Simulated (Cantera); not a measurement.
Feed: 1 mol PbO, 16 mol N2, 0.055 mol CO, equilibrated at 5100 Pa.

Method: chemical equilibrium by Gibbs-energy minimisation in Cantera with the NASA 1993 tables (ideal gas, pure condensed phases). Candidate condensed phases: C, Pb, PbO, PbO2, Pb3O4; 27 gas species. Gases not in the tables: (PbO)n polymers. Equilibrium is a limit: real reactors are often held back by kinetics, nucleation or transport.

Problem. At 1102 °C, list the 4 most abundant gas species with their mole fractions, and the condensed phases.

Solution. N2 0.958, PbO 0.0301, Pb 0.00656, CO2 0.00329. Condensed: PbO(l).
